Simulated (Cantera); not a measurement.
A freely propagating, adiabatic, planar premixed flame of 11.2 % CH4, 18.7 % O2, 70.1 % N2, unburnt at 375 K and 2.37 atm; mixture-averaged transport, grid criteria slope 0.08 and curve 0.16, no radiation.

Model: GRI-Mech 3.0 (53 species, 325 reactions), integrated in Cantera. Burning velocities carry a grid error of a few per cent, more on coarse grids.

Problem. Predict: laminar burning velocity; thermal thickness; peak x(CH2); peak x(C2H6); peak x(CH3).

Solution. 
```
Property                      Value
------------------------  ---------
laminar burning velocity  34.5 cm/s
thermal thickness          0.238 mm
peak x(CH2)                 5.54e-5
peak x(C2H6)                0.00120
peak x(CH3)                 0.00252
```
